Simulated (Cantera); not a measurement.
Feed: 1 mol B₂O₃, 9.6 mol HCl, 45 mol H₂, 7.3 mol BCl₃, at 2.90 Pa.

Equilibrium computed with Cantera from the NASA thermochemical tables; the gas is ideal and each condensed phase is pure. Candidate condensed phases: B, B₂O₃, B₃O₃H₃, H₂O; 33 gas species. Mutual solubility and eutectic melting of coexisting phases are not modelled. The tables' values for BOCl, BCl, BCl₂ are old estimates; treat these amounts as uncertain. Gases not in the tables: BHCl₂. Rates play no part.

x: gas mole fraction; n: condensed amount in mol.

| T (K) | x H₂ | x HCl | x BCl₃ | x BOCl | x B₃O₃Cl₃ | x HBO | n B(s) | n B₂O₃(l) |
|---|---|---|---|---|---|---|---|---|
| 925 | 0.703 | 0.193 | 0.0884 | 1.78e-5 | 0.0158 | 1.83e-5 | 0.806 | [?] |
| 975 | 0.677 | 0.234 | 0.0745 | 7.80e-5 | 0.0148 | 7.30e-5 | 1.69 | [?] |
| 1025 | 0.651 | 0.274 | 0.0614 | 0.000291 | 0.0134 | 0.000253 | 2.56 | [?] |
| 1075 | 0.627 | 0.310 | 0.0494 | 0.000943 | 0.0117 | 0.000774 | 3.37 | [?] |
| 1125 | 0.604 | 0.343 | 0.0387 | 0.00270 | 0.00983 | 0.00214 | 4.07 | [?] |
| 1175 | 0.582 | 0.367 | 0.0292 | 0.00693 | 0.00789 | 0.00539 | 4.56 | [?] |
| 1225 | 0.558 | 0.386 | 0.0220 | 0.0139 | 0.00391 | 0.0107 | 4.85 | 0 |
| 1275 | 0.541 | 0.403 | 0.0165 | 0.0177 | 0.000619 | 0.0136 | 5.15 | 0 |

### Question
Some entries are withheld; supply them.

### Answer

- 925, n B₂O₃(l): 0.0141
- 975, n B₂O₃(l): 0.0644
- 1025, n B₂O₃(l): 0.138
- 1075, n B₂O₃(l): 0.215
- 1125, n B₂O₃(l): 0.253
- 1175, n B₂O₃(l): 0.160
